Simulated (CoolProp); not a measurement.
Aqueous ethanol as a coolant, at -4 °C, 1 atm.

Model: Melinder's fits for secondary coolants, in CoolProp.

| mass % | freezing point (°C) | density (kg/m³) | Prandtl number | viscosity (mPa s) | cp (kJ/(kg K)) |
|---|---|---|---|---|---|
| 14.8 | -7.3 | 980.8 | 49.5 | 5.27 | 4.428 |
| 20.2 | -11.3 | 976.5 | 65.4 | 6.62 | 4.373 |
| 25.5 | -15.9 | 971.7 | 79.4 | 7.75 | 4.266 |
| 30.9 | -21.0 | 965.7 | 89.9 | 8.52 | 4.124 |
| 36.2 | -26.1 | 958.3 | 95.6 | 8.83 | 3.969 |
| 41.6 | -30.9 | 949.3 | 96.9 | 8.74 | 3.814 |
| 46.9 | -35.3 | 939.0 | 94.7 | 8.33 | 3.669 |
| 52.3 | -39.3 | 927.6 | 89.9 | 7.71 | 3.526 |
